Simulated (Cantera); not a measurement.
A Cantera script and its output.

```python
import numpy as np
import cantera as ct

gas = ct.Solution("gri30.yaml")
gas.TPX = 1225, 10000, {'CO': 0.012, 'O2': 0.073, 'H2O': 0.059, 'N2': 1}
reactor = ct.IdealGasConstPressureReactor(gas, energy="off", clone=False)
net = ct.ReactorNet([reactor])
net.rtol, net.atol = 1e-08, 1e-18
show = ['CO', 'O2', 'H2O', 'H2O2', 'OH', 'O']
times = np.geomspace(5e-05, 30, 9)

steps = ct.SolutionArray(gas, extra=["t"])
rows = []
print(f"{'t/s':>10s}{'T/K':>9s}{'P/Pa':>11s}" + "".join(f"{s:>11s}" for s in show))
for t in times:
    while net.time < t:
        t_next = net.step()
        steps.append(gas.state, t=t_next)
    rows.append([np.interp(t, steps.t, y) for y in (steps.T, steps.P, *steps(*show).X.T)])
    print(f"{t:10.3e}{rows[-1][0]:9.1f}{rows[-1][1]:11.4g}" + "".join(f"{x:11.3e}" for x in rows[-1][2:]))
rate = np.gradient(steps.T, steps.t)
print("integrator steps:", len(steps.t))
if steps.T.max() > steps.T[0] + 200:
    print(f"time of steepest temperature rise: {steps.t[rate.argmax()]:.4e} s")
gas.TPX = 1225, 10000, {'CO': 0.012, 'O2': 0.073, 'H2O': 0.059, 'N2': 1}
gas.equilibrate("TP")
print(f"equilibrium (TP): T = {gas.T:.1f} K  " + "  ".join(f"{s} {gas[s].X[0]:.3e}" for s in show))
```

Output:

```
       t/s      T/K       P/Pa         CO         O2        H2O       H2O2         OH          O
 5.000e-05   1225.0      1e+04  1.049e-02  6.381e-02  5.157e-02  5.682e-16  2.328e-11  2.379e-10
 2.638e-04   1225.0      1e+04  1.049e-02  6.381e-02  5.157e-02  1.485e-14  3.382e-10  1.174e-09
 1.392e-03   1225.0      1e+04  1.049e-02  6.381e-02  5.157e-02  4.123e-13  9.273e-09  1.029e-08
 7.341e-03   1225.0      1e+04  1.032e-02  6.367e-02  5.151e-02  1.376e-08  8.068e-05  8.125e-05
 3.873e-02   1225.0      1e+04  1.541e-04  5.881e-02  5.153e-02  1.394e-07  3.150e-04  2.158e-04
 2.043e-01   1225.0      1e+04  2.872e-06  5.886e-02  5.181e-02  1.348e-08  5.297e-05  5.985e-06
 1.078e+00   1225.0      1e+04  1.025e-07  5.887e-02  5.184e-02  1.629e-09  1.567e-05  5.225e-07
 5.687e+00   1225.0      1e+04  1.194e-08  5.887e-02  5.184e-02  2.868e-10  6.229e-06  8.270e-08
 3.000e+01   1225.0      1e+04  4.426e-09  5.887e-02  5.184e-02  1.218e-10  3.957e-06  3.341e-08
integrator steps: 1553
equilibrium (TP): T = 1225.0 K  CO 4.297e-09  O2 5.881e-02  H2O 5.184e-02  H2O2 1.186e-10  OH 3.901e-06  O 3.248e-08
```

Model: GRI-Mech 3.0 (53 species, 325 reactions), integrated in Cantera.
